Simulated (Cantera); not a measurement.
Input: 1 mol V2O5, 39 mol H2, 20 mol N2, equilibrated at 727 °C and 750 Torr.

These are equilibrium values from Cantera (NASA tables, ideal gas, pure condensed phases), not measurements of a reactor. Candidate condensed phases: H2O, V, VN, VO, V2O3, V2O4, V2O5; 28 gas species. Condensed phases not in the tables: the oxides between V2O3 and V2O5 other than VO2. Kinetics and transport are ignored.

Base state: H2 0.627, N2 0.339, H2O 0.0339, NH3 0.000168 (mole fractions); condensed: V2O3(s).

### Question
What changes in the equilibrium state with this change: V2O5 replaced by Cr2O3?

### Answer
```
species          before     after
-------------  --------  --------
H2                0.627     0.661
N2                0.339     0.339
NH3            0.000168  0.000182
H2O              0.0339   9.15e-5
V2O3(s), mol       1.00         0
CrN(s), mol           0   0.00360
Cr2O3(s), mol         0     0.998
```
Further candidate phases: Cr, CrN, Cr2N, Cr2O3.
